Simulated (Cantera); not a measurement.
Input (Python, Cantera) and output of one run.

```python
import numpy as np
import cantera as ct

gas_names = [...]  # 110 gases of nasa_gas.yaml made of C, F, H
cond_names = """
    C(gr) C6H6(L) C7H8(L) C8H18(L),n-octa
""".split()


# ... load() reads the species with a 1 bar reference pressure and builds the phases ...
atoms = {
    'CF4': {'C': 1, 'F': 4},
    'F2': {'F': 2},
    'H2': {'H': 2},
}
top_T = {'C(gr)': 4500}  # K; cautious upper limits of use, not melting points


# ... equilibrate(T, P, feed) seeds the gas with the atoms and calls Mixture.equilibrate('TP', solver="vcs", rtol=1e-11, max_steps=5000) ...
results = []
feed = {'CF4': 1, 'F2': 2.4, 'H2': 5.1}  # mol
P = 700  # Pa
for T in [3000, 3250, 3500, 3750, 4000, 4250, 4500, 4750, 5000]:
    mix = equilibrate(T, P, feed)
    results.append((T, P, feed, dict(zip(mix.species_names, mix.species_moles))))
    x = sorted(zip(gas.X, gas.species_names), reverse=True)
    print(f"T = {T:g} K  P = {P:g} Pa  gas = {mix.phase_moles(0):.4g} mol")
    print("   x: " + "  ".join(f"{s} {v:.3e}" for v, s in x if v > 0.0001))
    print("   condensed (mol): " + ("  ".join(f"{mix.phase(i).name} {mix.phase_moles(i):.4g}"
          for i in range(1, mix.n_phases) if mix.phase_moles(i) > 1e-12) or "none"))
```

Result:

```
T = 3000 K  P = 700 Pa  gas = 11.42 mol
   x: HF 6.826e-01  H 1.882e-01  F 7.995e-02  C3 2.138e-02  H2 9.948e-03  CF 7.240e-03  C 5.668e-03  C2 2.774e-03  C2H 1.233e-03  C2H2,acetylene 3.792e-04  C5 2.397e-04  CF2 2.118e-04
   condensed (mol): none
T = 3250 K  P = 700 Pa  gas = 13.43 mol
   x: HF 4.424e-01  H 3.036e-01  F 2.018e-01  C 1.831e-02  C3 1.160e-02  CF 1.059e-02  H2 6.260e-03  C2 4.390e-03  C2H 6.990e-04  CF2 1.554e-04
   condensed (mol): none
T = 3500 K  P = 700 Pa  gas = 16.35 mol
   x: H 4.145e-01  F 3.279e-01  HF 2.024e-01  C 3.711e-02  CF 7.977e-03  C2 3.578e-03  H2 3.448e-03  C3 2.794e-03  C2H 2.143e-04
   condensed (mol): none
T = 3750 K  P = 700 Pa  gas = 18.54 mol
   x: H 4.752e-01  F 3.994e-01  HF 7.180e-02  C 4.685e-02  CF 3.406e-03  H2 1.573e-03  C2 1.402e-03  C3 2.598e-04
   condensed (mol): none
T = 4000 K  P = 700 Pa  gas = 19.48 mol
   x: H 4.980e-01  F 4.263e-01  C 4.910e-02  HF 2.415e-02  CF 1.239e-03  H2 6.833e-04  C2 4.507e-04
   condensed (mol): none
T = 4250 K  P = 700 Pa  gas = 19.81 mol
   x: H 5.056e-01  F 4.351e-01  C 4.966e-02  HF 8.652e-03  CF 4.737e-04  H2 3.104e-04  C2 1.559e-04
   condensed (mol): none
T = 4500 K  P = 700 Pa  gas = 19.92 mol
   x: H 5.082e-01  F 4.381e-01  C 4.983e-02  HF 3.402e-03  CF 1.976e-04  H2 1.512e-04
   condensed (mol): none
T = 4750 K  P = 700 Pa  gas = 19.97 mol
   x: H 5.092e-01  F 4.391e-01  C 4.986e-02  HF 1.464e-03
   condensed (mol): none
T = 5000 K  P = 700 Pa  gas = 19.99 mol
   x: H 5.095e-01  F 4.395e-01  C 4.981e-02  HF 6.833e-04  Electron 1.607e-04  C+ 1.499e-04
   condensed (mol): none
```

Method: chemical equilibrium by Gibbs-energy minimisation in Cantera with the NASA 1993 tables (ideal gas, pure condensed phases).
